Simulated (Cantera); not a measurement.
A Cantera script and what it prints.

```python
import numpy as np
import cantera as ct

gas_names = [...]  # 105 gases of nasa_gas.yaml made of C, H, N, Si
cond_names = """
    C(gr) C6H6(L) C7H8(L) C8H18(L),n-octa Si(cr) Si(L) SiC(b) Si3N4(a)
""".split()


# ... load() reads the species with a 1 bar reference pressure and builds the phases ...
atoms = {
    'Si3N4': {'Si': 3, 'N': 4},
    'C': {'C': 1},
    'H2': {'H': 2},
}
top_T = {'C(gr)': 4500, 'SiC(b)': 3050, 'Si3N4(a)': 2400}  # K; cautious upper limits of use, not melting points


# ... equilibrate(T, P, feed) seeds the gas with the atoms and calls Mixture.equilibrate('TP', solver="vcs", rtol=1e-11, max_steps=5000) ...
results = []
feed = {'Si3N4': 1, 'C': 0.04, 'H2': 0.14}  # mol
P = 55  # Pa
for T in [1648, 1798, 1948, 2098, 2248, 2398, 2548, 2698, 2848]:
    mix = equilibrate(T, P, feed)
    results.append((T, P, feed, dict(zip(mix.species_names, mix.species_moles))))

top = {s: max(r[3][s] / sum(r[3][g] for g in gas_names) for r in results) for s in gas_names}
cols = sorted((s for s in top if top[s] > 1e-06), key=lambda s: -top[s])[:8]
seen = [c for c in cond_names if any(r[3].get(c, 0) > 1e-12 for r in results)]
print("log10 of partial pressures in bar; condensed amounts in mol")
print(f"{'T/K':>10s}" + "".join(f"{s[:9]:>10s}" for s in cols + seen))
for T, P, feed, n in results:
    ng = sum(n[g] for g in gas_names)
    print(f"{T:10.4g}" + "".join(f"{np.log10(max(n[s] / ng * P / 1e5, 1e-99)):10.3f}" for s in cols)
          + "".join(f"{n.get(c, 0):10.4g}" for c in seen))
```

Result:

```
log10 of partial pressures in bar; condensed amounts in mol
       T/K        N2        Si        H2         H      Si2C       Si2      SiC2        CN    Si(cr)     Si(L)    SiC(b)
      1648    -3.289    -6.589    -4.448    -6.274    -8.949    -9.066   -12.666   -12.229     2.959         0   0.03998
      1798    -3.292    -5.511    -4.460    -5.684    -7.489    -7.732   -10.597   -10.792         0     2.947   0.03979
      1948    -3.311    -4.634    -4.509    -5.202    -6.294    -6.674    -8.819    -9.553         0     2.858   0.03762
      2098    -3.423    -3.884    -4.711    -4.867    -5.276    -5.771    -7.301    -8.542         0     2.207    0.0106
      2248    -3.671    -3.517    -5.231    -4.749    -5.391    -5.553    -7.135    -8.174         0         0         0
      2398    -3.677    -3.512    -5.619    -4.612    -5.569    -5.998    -6.188    -7.187         0         0         0
      2548    -3.680    -3.510    -6.102    -4.561    -5.987    -6.393    -5.873    -6.575         0         0         0
      2698    -3.682    -3.509    -6.591    -4.544    -6.492    -6.746    -5.858    -6.162         0         0         0
      2848    -3.684    -3.508    -7.049    -4.540    -7.045    -7.064    -6.042    -5.891         0         0         0
```

Cantera equilibrium calculation (NASA polynomials, part measured and part estimated; ideal gas, pure solids and liquids). Mutual solubility and eutectic melting of coexisting phases are not modelled. The tables' values for SiN are old estimates; treat these amounts as uncertain.
